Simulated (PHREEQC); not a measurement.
0.01 g of hydrous ferric oxide (600 m²/g; 0.2 weak and 0.005 strong sites per Fe, Dzombak-Morel constants, diffuse double layer) in 1 kg of water with 0.005 mol/kgw of an inert sodium salt, at 25 °C; the pH is set by adding NaOH or the inert anion's acid. Oxygen is held at 0.21 atm. CO2 from the air is kept out. Nothing may precipitate in this run.

Base run: PHREEQC, ion-association model, wateq4f.dat. Each further column changes one thing. The table gives surface charge σ (C/m²).

```tsv
pH	base	background salt from 0.005 to 0.0005 mol/kgw	oxide from 0.01 to 0.05 g/kgw	1.8e-05 mol/kgw NaF added
4	0.182	0.096	0.182	0.138
4.75	0.109	0.048	0.109	0.088
5.5	0.059	0.023	0.059	0.053
5.88	0.042	0.016	0.042	0.039
6.62	0.020	0.007	0.020	0.019
7.38	0.007	0.002	0.007	0.007
8.12	0.000	0.000	0.000	0.000
8.5	-0.004	-0.001	-0.004	-0.004
9.25	-0.013	-0.004	-0.013	-0.013
10	-0.030	-0.012	-0.030	-0.030
```
